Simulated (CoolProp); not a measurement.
Saturation properties of oxygen (Tc = 154.6 K, pc = 5.046 MPa, ω = 0.022).

Model: reference Helmholtz-energy equation of state, Schmidt 1985, in CoolProp.

```csv
T (K),p (MPa),liquid density (kg/m³),enthalpy of vaporisation (kJ/kg),liquid cp (kJ/(kg K)),vapour viscosity (µPa s)
102.9,0.3217,1075,199.1,1.754,7.96
108.1,0.4756,1046,(withheld),1.791,8.39
113.2,0.6733,1017,185.0,1.838,8.82
118.4,0.9306,984.2,(withheld),(withheld),9.28
123.6,1.252,949.6,166.9,1.991,9.77
128.7,1.638,912.5,156.1,2.114,10.3
133.9,2.113,(withheld),143.4,2.302,10.9
139,2.668,823.4,128.5,(withheld),11.7
144.2,3.335,765.4,109.5,3.217,12.7
149.4,4.120,687.1,83.16,5.002,(withheld)
```

Problem. What belongs in the gaps?

Solution. 
- 108.1, enthalpy of vaporisation (kJ/kg): 192.4
- 118.4, enthalpy of vaporisation (kJ/kg): 176.5
- 118.4, liquid cp (kJ/(kg K)): 1.903
- 133.9, liquid density (kg/m³): 870.6
- 139, liquid cp (kJ/(kg K)): 2.606
- 149.4, vapour viscosity (µPa s): 14.4

It boils at 90.2 K under 1 atm.

Viscosity comes from a separate model (Lemmon 2004).
